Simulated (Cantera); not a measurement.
# Silicon carbide growth: CH3SiH3 + CH4 + H2

A closed system holds: 1 mol CH3SiH3, 0.047 mol CH4, 3.1 mol H2, held at 60.8 Torr.

These are equilibrium values from Cantera (NASA tables, ideal gas, pure condensed phases), not measurements of a reactor. Candidate condensed phases: C, C6H6, C7H8, C8H18, Si, SiC; 87 gas species. The feed counts by its element totals alone. Gases not in the tables: Si2H6 and higher silanes. Rates play no part.

```tsv
T (K)	x H2	x H	x C2H2 (acetylene)	x CH4	x Si	n C(graphite)	n SiC(s)
1198	0.999	6.68e-7	9.88e-8	0.00130	<1e-12	0.0390	1.00
1348	1.000	8.13e-6	1.20e-6	0.000472	8.74e-12	0.0441	1.00
1498	1.000	6.04e-5	8.81e-6	0.000210	8.96e-10	0.0456	1.00
1648	1.000	0.000313	4.47e-5	0.000108	3.92e-8	0.0458	1.000
1798	0.999	0.00124	0.000172	6.26e-5	9.09e-7	0.0445	1.000
1948	0.995	0.00396	0.000536	3.93e-5	1.29e-5	0.0402	1.000
2098	0.988	0.0107	0.00141	2.62e-5	0.000125	0.0302	0.999
2248	0.970	0.0254	0.00321	1.81e-5	0.000889	0.0125	0.992
```
x: gas mole fraction; n: condensed amount in mol.

From 1198 K to 2248 K the condensed part is C(graphite) + SiC(s).
